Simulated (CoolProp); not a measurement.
Vapour-liquid equilibrium of propylene (1) + R142b (2) at -56.25 °C; x and y are mole fractions of (1).

Values from CoolProp's multi-fluid Helmholtz-energy mixture model, Lemmon 2013 and Lemmon 2006; pair parameters Bell 2016.

```csv
x,"bubble pressure, mixture model (MPa)","bubble pressure, Raoult's law (MPa)","y, mixture model","y, Raoult's law"
0.05,0.01296,0.01203,0.329,0.279
0.15,0.02051,0.01784,?,0.565
0.25,0.02765,0.02365,0.747,0.711
0.35,0.03419,0.02946,?,0.799
0.45,0.04009,0.03527,0.866,0.858
0.55,?,0.04108,0.898,0.900
0.65,0.05035,0.04689,0.924,0.932
0.75,0.05505,0.05270,0.947,0.957
0.85,0.05974,0.05851,?,0.977
0.95,0.06463,0.06432,0.989,0.993
```

Task: What belongs in the gaps?

Result: 
- 0.15, y, mixture model: 0.618
- 0.35, y, mixture model: 0.819
- 0.55, bubble pressure, mixture model (MPa): 0.04543
- 0.85, y, mixture model: 0.967

The largest gap from Raoult's law is +16.9 % in bubble pressure, at x = 0.25. No azeotrope shows between x = 0.05 and 0.95.

The pair parameters rest on a limited set of measurements; away from them the model extrapolates.
